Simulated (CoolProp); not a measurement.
Vapour pressure (MPa) of sulfur dioxide: the reference equation beside estimates from Tc = 430.6 K, pc = 7.887 MPa, ω = 0.256. Clausius-Clapeyron is anchored at 310.6 K with a constant enthalpy of vaporisation of 21.99 kJ/mol.

Values from CoolProp's reference Helmholtz-energy equation of state, Gao 2016.

| T (K) | reference | Lee-Kesler | Clausius-Clapeyron | van der Waals | Redlich-Kwong | Peng-Robinson |
|---|---|---|---|---|---|---|
| 256.8 | 0.07572 | 0.07427 | 0.09805 | 0.6612 | 0.1513 | 0.07673 |
| 270.2 | 0.1376 | 0.1360 | 0.1634 | 0.8827 | 0.2544 | 0.1384 |
| 283.7 | 0.2351 | 0.2337 | 0.2603 | 1.152 | 0.4043 | 0.2351 |
| 297.2 | 0.3798 | 0.3794 | 0.3975 | 1.470 | 0.6111 | 0.3786 |
| 310.6 | 0.5836 | 0.5847 | 0.5836 | 1.838 | 0.8832 | 0.5807 |
| 324.1 | 0.8640 | 0.8671 | 0.8320 | 2.265 | 1.235 | 0.8592 |
| 337.6 | 1.236 | 1.241 | 1.153 | 2.751 | 1.676 | 1.230 |
| 351 | 1.712 | 1.717 | 1.555 | 3.294 | 2.212 | 1.706 |
| 364.5 | 2.317 | 2.322 | 2.055 | 3.905 | 2.859 | 2.313 |
| 378 | 3.068 | 3.071 | 2.663 | 4.581 | 3.624 | 3.070 |

Absolute difference from the reference over all 10 rows, mean and median: Lee-Kesler 0.5 and 0.3 %, Clausius-Clapeyron 10.8 and 9.9 %, van der Waals 270.2 and 188.5 %, Redlich-Kwong 51.8 and 47.1 %, Peng-Robinson 0.4 and 0.4 %.
